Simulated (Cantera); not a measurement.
# Ignition delay

Mixture: 14.0 % CH₄, 0.969 % CO, 17.8 % O₂, 67.1 % N₂, equivalence ratio 1.6, at 1000000 Pa, adiabatic and at constant volume. Ignition delay is the time to a rise of 400 K.

Detailed kinetics in Cantera: GRI-Mech 3.0 (53 species, 325 reactions).

| T0 (K) | delay (ms) |
|---|---|
| 1148 | 13.0 |
| 1198 | 6.67 |
| 1248 | 3.54 |
| 1298 | 1.94 |
| 1348 | 1.09 |
| 1398 | 0.632 |
| 1448 | 0.373 |

```yaml
apparent activation energy between 1348 and 1448 K: 170 kJ/mol
```
